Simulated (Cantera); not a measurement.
Charge: 1 mol Si3N4, 5.5 mol H2, at 100000 Pa.

These are equilibrium values from Cantera (NASA tables, ideal gas, pure condensed phases), not measurements of a reactor. Candidate condensed phases: Si, Si3N4; 18 gas species. Mutual solubility and eutectic melting of coexisting phases are not modelled. Gases not in the tables: Si2H6 and higher silanes. The numbers say what is thermodynamically allowed, not how fast it happens. All values below are at 1452 °C.

Base state: H2 0.997, N2 0.00245, H 0.000185, SiH2 1.72e-5 (mole fractions); condensed: Si(l) + Si3N4(s).

Question: What changes in the equilibrium state with this change: pressure from 100000 Pa to 14.0 Pa?

Answer: 
```
species          before     after
-------------  --------  --------
H2                0.997     0.716
N2              0.00245     0.263
H              0.000185    0.0133
Si              1.02e-6   0.00725
Si2             4.84e-9   3.46e-5
SiN             2.81e-8   2.46e-5
Si2N            4.92e-8   4.30e-5
SiH             1.45e-6  0.000104
SiH2            1.72e-5   1.24e-5
Si(l), mol       0.0202      2.94
Si3N4(s), mol     0.993         0
```
The tables' values for SiN are old estimates; treat these amounts as uncertain.
